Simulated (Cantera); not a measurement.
Feed: 1 mol SiHCl₃, 0.0074 mol C₂H₄, 170 mol H₂, 0.16 mol HCl, at 1552 °C.

These are equilibrium values from Cantera (NASA tables, ideal gas, pure condensed phases), not measurements of a reactor. Candidate condensed phases: C, C₆H₆, C₇H₈, C₈H₁₈, Si, SiC; 109 gas species. Mutual solubility and eutectic melting of coexisting phases are not modelled. The tables' values for SiCl are old estimates; treat these amounts as uncertain. Gases not in the tables: Si₂H₆ and higher silanes. Rates play no part.

log p: log10 of the partial pressure in bar; n: condensed amount in mol.

| P (Pa) | log p H₂ | log p HCl | log p H | log p Si | log p SiCl₂ | n SiC(s) | n Si(l) |
|---|---|---|---|---|---|---|---|
| 100 | -3.02 | -4.79 | -4.86 | -5.36 | -6.10 | 0.00546 | 0 |
| 400 | -2.41 | -4.18 | -4.56 | -5.34 | -5.48 | 0.0123 | 0.605 |
| 1600 | [?] | [?] | [?] | -5.34 | [?] | 0.0141 | 0.770 |
| 6300 | [?] | [?] | [?] | -5.34 | [?] | 0.0144 | 0.814 |
| 25000 | -0.61 | -2.38 | -3.66 | -5.34 | -3.68 | 0.0139 | 0.827 |
| 100000 | -0.01 | -1.78 | -3.36 | -5.34 | -3.08 | 0.0115 | 0.832 |

Problem. Fill in the missing entries.

Solution. 
- 6300, log p H₂: -1.21
- 6300, log p HCl: -2.98
- 6300, log p H: -3.96
- 6300, log p SiCl₂: -4.28
- 1600, log p H₂: -1.81
- 1600, log p HCl: -3.58
- 1600, log p H: -4.26
- 1600, log p SiCl₂: -4.87
